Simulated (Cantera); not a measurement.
Charge: 1 mol SiC, 0.15 mol O2, 850 mol N2, held at 1.00 Torr.

Method: chemical equilibrium by Gibbs-energy minimisation in Cantera with the NASA 1993 tables (ideal gas, pure condensed phases). Candidate condensed phases: C, Si, SiC, SiO2, Si2N2O, Si3N4; 34 gas species. N2 is the only nitrogen source here; it is nearly inert below about 1500 K, so the nitride shown seldom forms there in practice. Mutual solubility and eutectic melting of coexisting phases are not modelled. Equilibrium is a limit: real reactors are often held back by kinetics, nucleation or transport.

Problem. Which condensed phases are stable at each of these points (T (K)): 1050, 1150, 1250, 1350, 1450, 1550, 1650, 1750, 1850, 1950, 2050?

Solution. 
```csv
T (K),condensed phases,Si condensed (%)
1050,C(graphite) + Si2N2O(s) + Si3N4(s),100.0
1150,C(graphite) + Si2N2O(s) + Si3N4(s),100.0
1250,C(graphite) + Si2N2O(s) + Si3N4(s),100.0
1350,SiC(s) + Si2N2O(s),99.9
1450,SiC(s) + Si3N4(s),96.4
1550,SiC(s),84.8
1650,SiC(s),83.3
1750,SiC(s),77.1
1850,SiC(s),70.2
1950,C(graphite) + SiC(s),24.6
2050,C(graphite),0.0
```

From 1050 K to 1250 K the condensed part is C(graphite) + Si2N2O(s) + Si3N4(s). At 1350 K the condensed part is SiC(s) + Si2N2O(s). At 1450 K the condensed part is SiC(s) + Si3N4(s). From 1550 K to 1850 K the condensed part is SiC(s). At 1950 K the condensed part is C(graphite) + SiC(s). At 2050 K the condensed part is C(graphite).
